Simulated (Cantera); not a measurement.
Cantera run, input and output.

```python
import numpy as np
import cantera as ct

gas = ct.Solution("gri30.yaml")
gas.TPX = 1025, 101325, {'CO': 0.0095, 'O2': 0.04, 'H2O': 0.056, 'N2': 1}
inlet = ct.Reservoir(gas, clone=True)

reactor = ct.IdealGasConstPressureReactor(gas, energy="off", clone=False)
exhaust = ct.Reservoir(gas, clone=True)
tau = [0.41, 0.25, 0.16, 0.097, 0.06, 0.037, 0.023, 0.014, 0.0089, 0.0055, 0.0034][0]
for a, b in ((inlet, reactor), (reactor, exhaust)):
    ct.MassFlowController(a, b, mdot=lambda t: reactor.mass / tau)
net = ct.ReactorNet([reactor])
show = ['CO', 'O2', 'H2O', 'NO2', 'CO2', 'N2O']

rows = []
print(f"{'tau/s':>10s}{'T/K':>9s}" + "".join(f"{s:>11s}" for s in show))
for tau in [0.41, 0.25, 0.16, 0.097, 0.06, 0.037, 0.023, 0.014, 0.0089, 0.0055, 0.0034]:
    net.initial_time = 0.0
    net.advance(30 * tau)
    before = gas.X
    net.advance(40 * tau)
    drift = np.max(np.abs(gas.X - before) / (gas.X + 1e-9))
    rows.append([gas.T, *gas[show].X, drift])
    print(f"{tau:10.3e}{gas.T:9.1f}" + "".join(f"{x:11.3e}" for x in gas[show].X))
```

It prints:

```
     tau/s      T/K         CO         O2        H2O        NO2        CO2        N2O
 4.100e-01   1025.0  3.476e-03  3.371e-02  5.075e-02  1.559e-10  5.139e-03  7.646e-08
 2.500e-01   1025.0  4.350e-03  3.414e-02  5.072e-02  9.813e-11  4.262e-03  5.979e-08
 1.600e-01   1025.0  5.172e-03  3.454e-02  5.069e-02  6.317e-11  3.436e-03  4.608e-08
 9.700e-02   1025.0  6.056e-03  3.497e-02  5.067e-02  3.771e-11  2.548e-03  3.284e-08
 6.000e-02   1025.0  6.798e-03  3.533e-02  5.065e-02  2.247e-11  1.803e-03  2.262e-08
 3.700e-02   1025.0  7.396e-03  3.561e-02  5.064e-02  1.300e-11  1.202e-03  1.486e-08
 2.300e-02   1025.0  7.830e-03  3.582e-02  5.063e-02  7.332e-12  7.664e-04  9.429e-09
 1.400e-02   1025.0  8.142e-03  3.596e-02  5.064e-02  3.824e-12  4.534e-04  5.615e-09
 8.900e-03   1025.0  8.329e-03  3.605e-02  5.064e-02  1.955e-12  2.659e-04  3.350e-09
 5.500e-03   1025.0  8.455e-03  3.611e-02  5.064e-02  8.307e-13  1.395e-04  1.820e-09
 3.400e-03   1025.0  8.530e-03  3.615e-02  5.065e-02  2.633e-13  6.416e-05  8.897e-10
```

Computed with Cantera and GRI-Mech 3.0 (53 species, 325 reactions).
